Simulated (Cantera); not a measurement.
A freely propagating, adiabatic, planar premixed flame of H₂ : O₂ : N₂ : H₂O = 1 : 0.962 : 3.62 : 0.78 (molar parts), equivalence ratio 0.52, unburnt at 700 K and 100.0 Torr; mixture-averaged transport, grid criteria slope 0.08 and curve 0.16, no radiation.

Cantera simulation using the H2/O2 subset of GRI-Mech 3.0, which has no nitrogen chemistry; the numbers are that mechanism's predictions, not measurements. Burning velocities carry a grid error of a few per cent, more on coarse grids. Lean hydrogen flames are cellular in practice and burn faster than this planar one.

What does this change do: inlet temperature 700 to 600 K?


| quantity | before | after |
|---|---|---|
| laminar burning velocity | 497 cm/s | 301 cm/s |
| thermal thickness | 6.11 mm | 5.28 mm |
| peak x(OH) | 0.00906 | 0.00753 |
| peak x(H) | 0.0276 | 0.0211 |
| peak x(H₂O₂) | 1.85e-6 | 4.22e-6 |
